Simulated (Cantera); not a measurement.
Equilibrium for sublimation and decomposition of ceramics: ZrN + H2

Input: 1 mol ZrN, a varied amount of H2, equilibrated at 2898.15 K and 0.0683 Torr.

Method: chemical equilibrium by Gibbs-energy minimisation in Cantera with the NASA 1993 tables (ideal gas, pure condensed phases). Candidate condensed phases: Zr, ZrN; 11 gas species. The numbers say what is thermodynamically allowed, not how fast it happens.

From 0.11 mol H2 to 1.4 mol H2 nothing is condensed. The main Zr-bearing gas is Zr throughout.

| n(H2) (mol) | x H | x Zr | x N2 | x H2 | x N | x NH |
|---|---|---|---|---|---|---|
| 0.11 | 0.128 | 0.581 | 0.290 | 0.000114 | 0.000399 | 2.35e-8 |
| 0.16 | 0.175 | 0.549 | 0.275 | 0.000215 | 0.000388 | 3.14e-8 |
| 0.23 | 0.234 | 0.510 | 0.255 | 0.000382 | 0.000374 | 4.03e-8 |
| 0.33 | 0.304 | 0.463 | 0.231 | 0.000646 | 0.000356 | 5.00e-8 |
| 0.48 | 0.388 | 0.407 | 0.203 | 0.00105 | 0.000334 | 5.98e-8 |
| 0.69 | 0.477 | 0.348 | 0.174 | 0.00158 | 0.000308 | 6.78e-8 |
| 0.99 | 0.566 | 0.288 | 0.144 | 0.00223 | 0.000281 | 7.32e-8 |
| 1.4 | 0.647 | 0.233 | 0.116 | 0.00292 | 0.000252 | 7.54e-8 |
x: gas mole fraction; nothing condenses.
